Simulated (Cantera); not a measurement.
Charge: 1 mol Cu, 6.6 mol F2, held at 975 °C and 100 Pa.

Cantera equilibrium calculation (NASA polynomials, part measured and part estimated; ideal gas, pure solids and liquids). Candidate condensed phases: Cu, CuF2; 6 gas species. The numbers say what is thermodynamically allowed, not how fast it happens.

Base state: F 0.916, CuF2 0.0821, F2 0.00167 (mole fractions); condensed: gas only.

**Question.** What changes in the equilibrium state with this change: pressure from 100 Pa to 47000 Pa?

**Answer.** 
```tsv
species	before	after
F	0.916	0.627
F2	0.00167	0.368
CuF2	0.0821	0.00499
CuF2(l), mol	0	0.959
```
